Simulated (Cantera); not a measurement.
An isothermal, constant-pressure homogeneous reactor starts with CO : O₂ : H₂O : N₂ = 0.0088 : 0.011 : 0.0062 : 1 (molar parts), at 898 K and 0.132 atm. Integrator tolerance rtol = 1e-08.

Cantera simulation using GRI-Mech 3.0 (53 species, 325 reactions); the numbers are that mechanism's predictions, not measurements.

### Question
What does this change do: temperature 898 to 1275 K?

### Answer
```csv
quantity,before,after
x(CO) at 3.00 s,0.000547 (gas-phase equilibrium <1e-12),7.72e-7 (gas-phase equilibrium 2.72e-8)
x(O₂) at 3.00 s,0.00673 (gas-phase equilibrium 0.00646),0.00646 (gas-phase equilibrium 0.00643)
x(H₂O) at 3.00 s,0.00605 (gas-phase equilibrium 0.00607),0.00607 (gas-phase equilibrium 0.00607)
x(H₂O₂) at 3.00 s,1.87e-8 (gas-phase equilibrium <1e-12),1.67e-10 (gas-phase equilibrium 8.01e-12)
x(N₂O) at 3.00 s,4.56e-8 (gas-phase equilibrium 6.64e-11),8.16e-8 (gas-phase equilibrium 1.80e-9)
x(O) at 3.00 s,5.01e-6 (gas-phase equilibrium 1.11e-12),5.44e-7 (gas-phase equilibrium 2.47e-8)
```
